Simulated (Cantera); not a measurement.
**Equilibrium for metals in furnace atmospheres: Fe + NH₃ + N₂**

Input: 1 mol Fe, 2.5 mol NH₃, 24 mol N₂, held at 1673 K and 0.133 bar.

Method: chemical equilibrium by Gibbs-energy minimisation in Cantera with the NASA 1993 tables (ideal gas, pure condensed phases). Candidate condensed phases: Fe; 10 gas species. Equilibrium is a limit: real reactors are often held back by kinetics, nucleation or transport.

```json
{
 "x(N₂)": "0.871",
 "x(H₂)": "0.129",
 "x(H)": "0.000112",
 "x(Fe)": "3.01e-5",
 "n(Fe(δ))": "0.999 mol",
 "gas_amount": "29.00 mol"
}
```
